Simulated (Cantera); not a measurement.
Input: 1 mol Al, 0.68 mol N2, equilibrated at 48.0 Pa.

Cantera equilibrium calculation (NASA polynomials, part measured and part estimated; ideal gas, pure solids and liquids). Candidate condensed phases: Al, AlN; 5 gas species. The numbers say what is thermodynamically allowed, not how fast it happens. All values below are at 1052 °C.

Base state: N2 1.00 (mole fractions); condensed: AlN(s).

Problem. What changes in the equilibrium state with this change: Al replaced by Al(CH3)3?

Solution. 
```tsv
species	before	after
H2	0	0.961
N2	1.00	0.0384
H	0	7.32e-5
HCN	0	5.01e-5
AlN(s), mol	1.00	1.00
C(graphite), mol	0	3.00
```
The feed counts by its element totals alone. Further candidate phases: C, C6H6, C7H8, C8H18.
